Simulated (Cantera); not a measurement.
Cantera run:

```python
import numpy as np
import cantera as ct

gas_names = """
    CL CL2 H HCL H2 Si SiCL SiCL2 SiCL3 SiCL4 SiH SiHCL3 SiH2 SiH2CL2 SiH3 SiH3CL SiH4 Si2 Si3
""".split()
cond_names = """
    Si(cr) Si(L)
""".split()


def load(file, names, dense=False):
    # The tables refer to 1 bar. Condensed volumes are neglected.
    table = {s.name: s for s in ct.Species.list_from_file(file)}
    out = []
    for n in names:
        d = dict(table[n].input_data)
        d["thermo"] = dict(d["thermo"], **{"reference-pressure": 1e5})
        if dense:
            d["equation-of-state"] = {"model": "constant-volume", "density": "1e6 g/cm^3"}
        out.append(ct.Species.from_dict(d))
    return out


gas = ct.Solution(thermo="ideal-gas", species=load("nasa_gas.yaml", gas_names))
cond = {s.name: ct.Solution(thermo="fixed-stoichiometry", species=[s], name=s.name)
        for s in load("nasa_condensed.yaml", cond_names, dense=True)}
atoms = {
    'SiH2Cl2': {'Si': 1, 'H': 2, 'CL': 2},
    'HCl': {'H': 1, 'CL': 1},
    'H2': {'H': 2},
}
top_T = {}  # K; cautious upper limits of use, not melting points


def equilibrate(T, P, feed):
    n = {}
    for name, mol in feed.items():
        for a, k in atoms[name].items():
            n[a] = n.get(a, 0.0) + k * mol
    gas.TPX = T, P, n
    mass = sum(n.values()) * gas.mean_molecular_weight
    gas.equilibrate("TP")
    valid = [c for c in cond.values() if c.min_temp <= T <= top_T.get(c.name, c.max_temp)]
    mix = ct.Mixture([(gas, mass / gas.mean_molecular_weight)] + [(c, 0.0) for c in valid])
    mix.T, mix.P = T, P
    mix.equilibrate("TP", solver="gibbs", rtol=1e-10, max_steps=50000)
    return mix


results = []
feed = {'SiH2Cl2': 1, 'HCl': 0.14, 'H2': 8.7}  # mol
P = 13332.2  # Pa
for T in [1000, 1050, 1100, 1150, 1200, 1250, 1300, 1350, 1400, 1450, 1500, 1550]:
    mix = equilibrate(T, P, feed)
    results.append((T, P, feed, dict(zip(mix.species_names, mix.species_moles))))

top = {s: max(r[3][s] / sum(r[3][g] for g in gas_names) for r in results) for s in gas_names}
cols = sorted((s for s in top if top[s] > 0.001), key=lambda s: -top[s])[:9]
seen = [c for c in cond_names if any(r[3].get(c, 0) > 1e-12 for r in results)]
print("log10 of partial pressures in bar; condensed amounts in mol")
print(f"{'T/K':>10s}" + "".join(f"{s[:9]:>10s}" for s in cols + seen))
for T, P, feed, n in results:
    ng = sum(n[g] for g in gas_names)
    print(f"{T:10.4g}" + "".join(f"{np.log10(max(n[s] / ng * P / 1e5, 1e-99)):10.3f}" for s in cols)
          + "".join(f"{n.get(c, 0):10.4g}" for c in seen))
```

It prints:

```
log10 of partial pressures in bar; condensed amounts in mol
       T/K        H2       HCL     SiCL2     SiCL4    SiHCL3     SiCL3    Si(cr)
      1000    -0.906    -2.702    -4.268    -2.327    -2.682    -3.989    0.4553
      1050    -0.908    -2.534    -3.888    -2.351    -2.709    -3.748    0.4714
      1100    -0.911    -2.386    -3.551    -2.387    -2.744    -3.541    0.4896
      1150    -0.915    -2.257    -3.255    -2.442    -2.793    -3.368     0.508
      1200    -0.920    -2.146    -3.000    -2.521    -2.860    -3.232    0.5239
      1250    -0.926    -2.056    -2.785    -2.633    -2.952    -3.136    0.5345
      1300    -0.931    -1.985    -2.612    -2.786    -3.074    -3.086    0.5383
      1350    -0.936    -1.933    -2.482    -2.986    -3.231    -3.083     0.536
      1400    -0.940    -1.900    -2.390    -3.228    -3.418    -3.123      0.53
      1450    -0.942    -1.880    -2.329    -3.502    -3.628    -3.196    0.5229
      1500    -0.944    -1.870    -2.289    -3.790    -3.849    -3.290     0.516
      1550    -0.945    -1.865    -2.263    -4.081    -4.071    -3.394    0.5096
```

These are equilibrium values from Cantera (NASA tables, ideal gas, pure condensed phases), not measurements of a reactor. The tables' values for SiCl3 are old estimates; treat these amounts as uncertain.
